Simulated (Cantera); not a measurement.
Input: 1 mol SiCl4, 5.1 mol HCl, 7.2 mol H2, at 1350 Torr.

Cantera equilibrium calculation (NASA polynomials, part measured and part estimated; ideal gas, pure solids and liquids). Candidate condensed phases: Si; 19 gas species. The tables' values for SiCl3 are old estimates; treat these amounts as uncertain. The numbers say what is thermodynamically allowed, not how fast it happens.

x: gas mole fraction; nothing condenses.

| T (K) | x H2 | x HCl | x SiCl4 | x SiCl3 | x SiHCl3 | x SiCl2 |
|---|---|---|---|---|---|---|
| 1173 | 0.539 | 0.386 | 0.0725 | 0.000276 | 0.00236 | 1.04e-5 |
| 1223 | 0.538 | 0.387 | 0.0715 | 0.000561 | 0.00307 | 3.50e-5 |
| 1273 | 0.536 | 0.388 | 0.0701 | 0.00107 | 0.00387 | 0.000106 |
| 1323 | 0.535 | 0.390 | 0.0681 | 0.00191 | … | … |
| 1373 | 0.532 | 0.393 | 0.0654 | 0.00321 | … | … |
| 1423 | 0.528 | 0.397 | 0.0617 | 0.00506 | 0.00638 | 0.00164 |
| 1473 | 0.523 | 0.402 | 0.0567 | 0.00748 | 0.00693 | 0.00337 |
| 1523 | 0.516 | 0.409 | 0.0505 | 0.0103 | 0.00715 | 0.00624 |

Problem. Some entries are withheld; supply them.

Solution. 
- 1373, x SiHCl3: 0.00560
- 1373, x SiCl2: 0.000727
- 1323, x SiHCl3: 0.00473
- 1323, x SiCl2: 0.000292
